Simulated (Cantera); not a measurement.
Charge: 1 mol n-butane, 0.2 mol NH₃, equilibrated at 2.40 bar.

Cantera equilibrium calculation (NASA polynomials, part measured and part estimated; ideal gas, pure solids and liquids). Candidate condensed phases: C, C₆H₆, C₇H₈, C₈H₁₈; 92 gas species. Equilibrium is a limit: real reactors are often held back by kinetics, nucleation or transport.

What share of the C ends up in condensed phases as a function of T (°C), at 252, 327, 402, 477, 552, 627, 702, 777, 852, 927, 1002, 1077?


```
T (°C)  C condensed (%)           as
------  ---------------  -----------
252                34.5  C(graphite)
327                36.0  C(graphite)
402                39.4  C(graphite)
477                45.7  C(graphite)
552                55.3  C(graphite)
627                67.2  C(graphite)
702                78.6  C(graphite)
777                87.2  C(graphite)
852                92.5  C(graphite)
927                95.6  C(graphite)
1002               97.3  C(graphite)
1077               98.3  C(graphite)
```
